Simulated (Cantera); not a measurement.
Input: 1 mol C6H6, 0.034 mol CO2, 5.8 mol N2, at 973 K and 0.0210 bar.

Method: chemical equilibrium by Gibbs-energy minimisation in Cantera with the NASA 1993 tables (ideal gas, pure condensed phases). Candidate condensed phases: C, C6H6, C7H8, C8H18, H2O; 136 gas species. Rates play no part.

Base state: N2 0.654, H2 0.338, CO 0.00763, CH4 0.000308, H2O 3.37e-5 (mole fractions); condensed: C(graphite).

What changes in the equilibrium state with this change: temperature from 973 K to 2573.15 K?


```tsv
species	before	after
N2	0.654	0.597
H2	0.338	0.239
H	4.34e-9	0.116
HCN	1.56e-6	0.0319
C2H2 (acetylene)	<1e-9	0.00349
HNC	1.89e-9	0.00406
CN	<1e-9	0.000992
C(graphite), mol	5.96	5.54
```
